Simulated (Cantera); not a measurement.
# Premixed flame

A freely propagating, adiabatic, planar premixed flame of 32.1 % H2, 13.4 % O2, 34.6 % N2, 19.9 % H2O, unburnt at 700 K and 110000 Pa; mixture-averaged transport, grid criteria slope 0.08 and curve 0.16, no radiation.

Computed with Cantera and the H2/O2 subset of GRI-Mech 3.0, which has no nitrogen chemistry. Burning velocities carry a grid error of a few per cent, more on coarse grids.

```csv
z (mm),T (K),u (m/s),x H2,x O2,x H2O,x H,x OH,x H2O2
-1.12,700,10.2,0.321,0.134,0.199,<1e-8,<1e-8,<1e-8
-0.745,700,10.2,0.321,0.134,0.199,<1e-8,<1e-8,<1e-8
-0.559,700,10.2,0.321,0.134,0.199,<1e-8,<1e-8,<1e-8
-0.373,700,10.2,0.321,0.134,0.199,2.93e-8,<1e-8,<1e-8
-0.186,708,10.3,0.317,0.134,0.200,7.34e-5,1.53e-5,2.04e-6
-0.0931,868,12.3,0.290,0.130,0.219,0.00359,0.000748,1.99e-5
0,1280,17.6,0.201,0.0964,0.301,0.0286,0.00353,8.77e-6
0.0931,1582,21.4,0.114,0.0442,0.399,0.0525,0.0108,4.26e-6
0.186,1731,23.2,0.0890,0.0246,0.434,0.0528,0.0156,2.68e-6
0.373,1883,25.0,0.0836,0.0173,0.452,0.0423,0.0182,1.47e-6
0.745,2032,26.7,0.0811,0.0131,0.468,0.0305,0.0186,8.38e-7
1.49,2168,28.2,0.0769,0.00912,0.484,0.0207,0.0173,5.29e-7
2.98,2281,29.4,0.0720,0.00576,0.500,0.0135,0.0147,3.58e-7
```
x: mole fraction of selected species; z is measured from the peak of heat release.

```json
{
  "laminar_burning_velocity": "1020 cm/s",
  "thermal_thickness": "0.373 mm",
  "peak x(H)": "0.0544",
  "peak x(OH)": "0.0187",
  "peak x(H2O2)": "2.05e-5",
  "grid_points": "128"
}
```
